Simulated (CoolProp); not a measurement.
C3F8 (R218) along the isotherm 83.35 °C: density (kg/m³) from the reference equation and from simpler models built on Tc = 71.9 °C, pc = 26.40 bar, ω = 0.317; each cubic takes its own stable root.

Values from CoolProp's reference Helmholtz-energy equation of state, Lemmon 2006. It is a short technical equation, of lower accuracy than the large ones.

| p (bar) | phase | reference |
|---|---|---|
| 0.417 | gas | 2.657 |
| 0.857 | gas | 5.488 |
| 1.76 | gas | 11.39 |
| 3.61 | gas | 23.88 |
| 7.42 | gas | 51.61 |
| 15.2 | gas | 120.4 |
| 31.3 | supercritical | 487.8 |
| 64.3 | supercritical | 1067 |
| 132 | supercritical | 1223 |

**Question.** How far does each simpler model (ideal gas, van der Waals, Redlich-Kwong, Soave-Redlich-Kwong, Peng-Robinson) lie from the reference over these 9 states: mean and median of the absolute difference, and the worst?

**Answer.** 
- ideal gas: mean 21.0 %, median 8.8 %, worst -61.8 % at 83.35 °C and 64.3 bar
- van der Waals: mean 6.9 %, median 0.6 %, worst -23.9 % at 83.35 °C and 64.3 bar
- Redlich-Kwong: mean 2.2 %, median 0.5 %, worst -8.2 % at 83.35 °C and 64.3 bar
- Soave-Redlich-Kwong: mean 2.4 %, median 0.2 %, worst -10.0 % at 83.35 °C and 64.3 bar
- Peng-Robinson: mean 1.5 %, median 0.7 %, worst +6.5 % at 83.35 °C and 132 bar
